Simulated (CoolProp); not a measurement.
Vapour-liquid equilibrium of cyclohexane (1) + toluene (2) at 201.75 °C; x and y are mole fractions of (1).

Model: multi-fluid Helmholtz-energy mixture model, Zhou 2014 and Lemmon 2006; pair parameters Bell 2016, in CoolProp.

```tsv
x	bubble pressure, mixture model (kPa)	bubble pressure, Raoult's law (kPa)	y, mixture model	y, Raoult's law
0.05	814.1	804.2	0.088	0.086
0.125	872.3	849.9	0.203	0.203
0.2	927.8	895.6	0.303	0.309
0.275	980.7	941.4	0.391	0.404
0.35	1031	987.1	0.471	0.491
0.425	1079	1033	0.543	0.569
0.5	1125	1079	0.610	0.641
0.575	1169	1124	0.673	0.708
0.65	1211	1170	0.733	0.769
0.725	1251	1216	0.791	0.825
0.8	1289	1261	0.848	0.877
0.875	1326	1307	0.905	0.926
0.95	1361	1353	0.962	0.971
```

The largest gap from Raoult's law is +4.5 % in bubble pressure, at x = 0.425. No azeotrope shows between x = 0.05 and 0.95.

The pair parameters rest on a limited set of measurements; away from them the model extrapolates.
